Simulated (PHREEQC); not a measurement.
## Nickel, zinc or cadmium bath: speciation

A solution holds 0.0081 mol/kgw CdCl2, 0.00069 mol/kgw KCl and 0.29 mol/kgw H2SO4, at 20 °C. Closed to the air; pH follows from the charge balance.

Model: ion-association model, phreeqc.dat, run in PHREEQC.

No solid was allowed to form.

Question: Predict the pH.

Answer: pH 0.59.

Question: In which forms is Cd present?

Answer: Cd+2 45 %, CdSO4 27 %, CdCl+ 17 %, Cd(SO4)2-2 9.7 % of the Cd.

Species that the database lacks are ignored.
